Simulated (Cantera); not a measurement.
Feed: 1 mol (CH3)2SiCl2, 0.023 mol CH4, 110 mol H2, at 2123.15 K and 19.5 Torr.

Equilibrium computed with Cantera from the NASA thermochemical tables; the gas is ideal and each condensed phase is pure. Candidate condensed phases: C, C6H6, C7H8, C8H18, Si, SiC; 109 gas species. The feed counts by its element totals alone. The tables' values for SiCl are old estimates; treat these amounts as uncertain. Gases not in the tables: Si2H6 and higher silanes. Kinetics and transport are ignored.

### Question
What is the equilibrium state?

### Answer
```
Property                             Result
--------------------------------  ---------
x(H2)                                 0.959
x(H)                                 0.0218
x(HCl)                               0.0169
x(C2H2 (acetylene))                 0.00159
x(Si)                              0.000551
x(Cl)                              0.000282
x(SiCl2)                            5.25e-5
x(SiH)                              4.50e-5
x(SiC2)                             3.91e-5
n(C(graphite))                    0.732 mol
n(SiC(s))                         0.910 mol
gas amount                        115.4 mol
log10 activity of Si(l) (absent)      -1.07
```
